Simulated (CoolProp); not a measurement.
Vapour-liquid equilibrium of n-butane (1) + R113 (2) at 0.824 bar; x and y are mole fractions of (1).

Computed with CoolProp (multi-fluid Helmholtz-energy mixture model, Bücker 2006 and Marx 1992; pair parameters Bell 2016).

Problem. Give the bubble temperature and the first vapour's composition at x = 0.575, 0.725, 0.95. Is there an azeotrope?

Solution. x = 0.575: 277.2 K, y = 0.890; x = 0.725: 273.3 K, y = 0.935; x = 0.95: 268.4 K, y = 0.989. No azeotrope shows between x = 0.05 and 0.95.

Pair parameters are fitted to limited data, so mixtures are less certain than the pure fluids.
